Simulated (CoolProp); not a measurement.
Methanol at 404.61 K and 8.87 MPa flows at 0.16 m/s in a round tube of 10 mm bore and 45 µm roughness, fully developed (64/Re and Nu = 3.66 if laminar; Colebrook and Gnielinski if turbulent). Each further row changes one setting.

Model: reference Helmholtz-energy equation of state, de Reuck 1993, in CoolProp.

```tsv
case	Reynolds number	Darcy friction factor	pressure drop (Pa/m)	heat-transfer coefficient (W/(m² K))	mass flow (kg/h)
as stated	6210	0.0403	35.5	762	31.1
velocity 0.32 m/s	12400	0.0358	126	1530	62.3
diameter 20 mm	12400	0.0327	14.4	716	125
```

Viscosity comes from a separate model (Xiang 2006). Thermal conductivity comes from a separate model (Sykioti 2013).
